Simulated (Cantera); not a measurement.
Cantera run, input and output.

```python
import numpy as np
import cantera as ct

gas = ct.Solution("gri30.yaml")
gas.TPX = 1725, 32000, {'NO': 1, 'N2': 0.18}
inlet = ct.Reservoir(gas, clone=True)

reactor = ct.IdealGasConstPressureReactor(gas, energy="off", clone=False)
exhaust = ct.Reservoir(gas, clone=True)
tau = [1.1, 0.55, 0.27, 0.14, 0.067, 0.033, 0.016, 0.0082, 0.0041, 0.002][0]
for a, b in ((inlet, reactor), (reactor, exhaust)):
    ct.MassFlowController(a, b, mdot=lambda t: reactor.mass / tau)
net = ct.ReactorNet([reactor])
show = ['NO', 'O', 'N2O', 'N2', 'NO2', 'O2']

rows = []
print(f"{'tau/s':>10s}{'T/K':>9s}" + "".join(f"{s:>11s}" for s in show))
for tau in [1.1, 0.55, 0.27, 0.14, 0.067, 0.033, 0.016, 0.0082, 0.0041, 0.002]:
    net.initial_time = 0.0
    net.advance(30 * tau)
    before = gas.X
    net.advance(40 * tau)
    drift = np.max(np.abs(gas.X - before) / (gas.X + 1e-9))
    rows.append([gas.T, *gas[show].X, drift])
    print(f"{tau:10.3e}{gas.T:9.1f}" + "".join(f"{x:11.3e}" for x in gas[show].X))
```

Result:

```
     tau/s      T/K         NO          O        N2O         N2        NO2         O2
 1.100e+00   1725.0  7.935e-01  2.012e-05  2.348e-04  1.792e-01  5.086e-04  2.648e-02
 5.500e-01   1725.0  8.190e-01  1.631e-05  2.498e-04  1.665e-01  4.127e-04  1.380e-02
 2.700e-01   1725.0  8.331e-01  1.369e-05  2.550e-04  1.595e-01  3.412e-04  6.826e-03
 1.400e-01   1725.0  8.399e-01  1.210e-05  2.514e-04  1.561e-01  2.964e-04  3.463e-03
 6.700e-02   1725.0  8.438e-01  1.086e-05  2.364e-04  1.541e-01  2.604e-04  1.549e-03
 3.300e-02   1725.0  8.456e-01  9.822e-06  2.088e-04  1.533e-01  2.293e-04  6.660e-04
 1.600e-02   1725.0  8.466e-01  8.576e-06  1.669e-04  1.528e-01  1.911e-04  2.481e-04
 8.200e-03   1725.0  8.470e-01  7.112e-06  1.215e-04  1.527e-01  1.458e-04  8.341e-05
 4.100e-03   1725.0  8.472e-01  5.400e-06  7.789e-05  1.526e-01  9.386e-05  2.132e-05
 2.000e-03   1725.0  8.473e-01  3.863e-06  4.437e-05  1.526e-01  4.994e-05  4.302e-06
```

Computed with Cantera and GRI-Mech 3.0 (53 species, 325 reactions).
